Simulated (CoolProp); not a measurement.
A single-stage vapour-compression cycle with R143a: evaporating at 204.15 K (dew point), condensing at 253.15 K (bubble point), superheat 0 K, subcooling 8 K, compressor efficiency 0.6, no pressure losses. Each further row changes one setting.

Values from CoolProp's reference Helmholtz-energy equation of state, Lemmon and Jacobsen 2000.

```tsv
case	cooling COP	pressure ratio	discharge temperature (K)	refrigerating effect (kJ/kg)	volumetric capacity (kJ/m³)
as stated	2.16	9.93	310.4	187	301
evaporating temperature 209.15 K	2.52	7.42	(withheld)	(withheld)	401
condensing temperature 248.15 K	(withheld)	8.23	301.5	194	312
subcooling 13 K	2.24	9.93	310.4	194	312
superheat 10 K	2.14	9.93	322.4	194	(withheld)
compressor efficiency 0.5	(withheld)	9.93	327.4	187	301
```

### Question
Some entries are withheld; supply them.

### Answer

- evaporating temperature 209.15 K, discharge temperature (K): 302.5
- evaporating temperature 209.15 K, refrigerating effect (kJ/kg): 190
- condensing temperature 248.15 K, cooling COP: 2.46
- superheat 10 K, volumetric capacity (kJ/m³): 297
- compressor efficiency 0.5, cooling COP: 1.80
